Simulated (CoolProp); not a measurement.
Vapour pressure (MPa) of CH2F2 (R32): the reference equation beside estimates from Tc = 351.3 K, pc = 5.783 MPa, ω = 0.277. Clausius-Clapeyron is anchored at 261 K with a constant enthalpy of vaporisation of 17.34 kJ/mol.

Values from CoolProp's reference Helmholtz-energy equation of state, Tillner-Roth 1997.

| T (K) | reference | Lee-Kesler | Clausius-Clapeyron | van der Waals | Redlich-Kwong | Soave-Redlich-Kwong | Peng-Robinson |
|---|---|---|---|---|---|---|---|
| 261 | 0.5404 | 0.5455 | 0.5404 | 1.561 | 0.8206 | 0.5456 | 0.5407 |
| 272.7 | 0.8014 | 0.8117 | 0.7614 | 1.927 | 1.144 | 0.8137 | 0.8042 |
| 284.3 | 1.145 | 1.161 | 1.040 | 2.339 | 1.544 | 1.167 | ? |
| 296 | 1.594 | 1.614 | 1.390 | 2.807 | 2.035 | ? | ? |
| 307.6 | 2.160 | 2.182 | 1.813 | ? | 2.618 | 2.208 | ? |
| 319.2 | ? | 2.887 | 2.320 | 3.899 | 3.302 | 2.925 | 2.894 |
| 330.9 | 3.743 | 3.762 | 2.923 | ? | 4.103 | 3.808 | 3.779 |
| 342.5 | 4.810 | 4.826 | 3.618 | 5.223 | 5.014 | 4.860 | 4.842 |

### Question
Complete the blanks.

### Answer

- 284.3, Peng-Robinson: 1.152
- 296, Soave-Redlich-Kwong: 1.629
- 296, Peng-Robinson: 1.607
- 307.6, van der Waals: 3.325
- 307.6, Peng-Robinson: 2.180
- 319.2, reference: 2.865
- 330.9, van der Waals: 4.534

Absolute difference from the reference over all 8 rows, mean and median: Lee-Kesler 0.9 and 1.0 %, Clausius-Clapeyron 13.6 and 14.4 %, van der Waals 78.7 and 65.0 %, Redlich-Kwong 25.9 and 24.4 %, Soave-Redlich-Kwong 1.7 and 1.8 %, Peng-Robinson 0.7 and 0.7 %.
